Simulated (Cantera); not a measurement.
Feed: 1 mol borazine, 0.49 mol NH3, 42 mol H2, at 1.33 mbar.

Equilibrium computed with Cantera from the NASA thermochemical tables; the gas is ideal and each condensed phase is pure. Candidate condensed phases: B, BN; 15 gas species. The feed counts by its element totals alone. Mutual solubility and eutectic melting of coexisting phases are not modelled. The tables' values for BH2 are old estimates; treat these amounts as uncertain. The numbers say what is thermodynamically allowed, not how fast it happens.

x: gas mole fraction; n: condensed amount in mol.

| T (K) | x H2 | x H | x N2 | x BH2 | x B | x BH | n BN(s) | n B(s) |
|---|---|---|---|---|---|---|---|---|
| 998 | 0.995 | 5.88e-8 | 0.00533 | <1e-12 | <1e-12 | <1e-12 | 3.00 | 0 |
| 1098 | 0.995 | 6.76e-7 | 0.00533 | <1e-12 | <1e-12 | <1e-12 | 3.00 | 0 |
| 1198 | 0.995 | 5.19e-6 | 0.00533 | 3.41e-11 | <1e-12 | <1e-12 | 3.00 | 0 |
| 1298 | 0.995 | [?] | 0.00533 | 1.07e-9 | <1e-12 | <1e-12 | 3.00 | 0 |
| 1398 | 0.995 | 0.000129 | 0.00533 | 2.03e-8 | <1e-12 | <1e-12 | 3.00 | 0 |
| 1498 | 0.994 | 0.000469 | 0.00533 | 2.60e-7 | 3.69e-11 | 3.59e-11 | 3.00 | 0 |
| 1598 | 0.993 | 0.00145 | 0.00533 | 2.40e-6 | 2.12e-9 | 1.12e-9 | 3.00 | 0 |
| 1698 | 0.991 | 0.00394 | 0.00533 | 1.70e-5 | 7.54e-8 | 2.32e-8 | 3.00 | 0 |
| 1798 | 0.985 | 0.00957 | 0.00535 | 9.58e-5 | 1.79e-6 | 3.39e-7 | 3.00 | 0 |
| 1898 | 0.961 | 0.0210 | 0.0177 | 0.000242 | 1.67e-5 | 2.03e-6 | 1.82 | 1.17 |
| 1998 | 0.921 | [?] | 0.0360 | 0.000426 | [?] | [?] | 0 | 2.97 |
| 2098 | 0.884 | 0.0793 | 0.0353 | 0.000707 | 0.000473 | 2.64e-5 | 0 | 2.94 |

### Question
What belongs in the gaps?

### Answer

- 1298, x H: 2.93e-5
- 1998, x H: 0.0422
- 1998, x B: 9.67e-5
- 1998, x BH: 7.82e-6
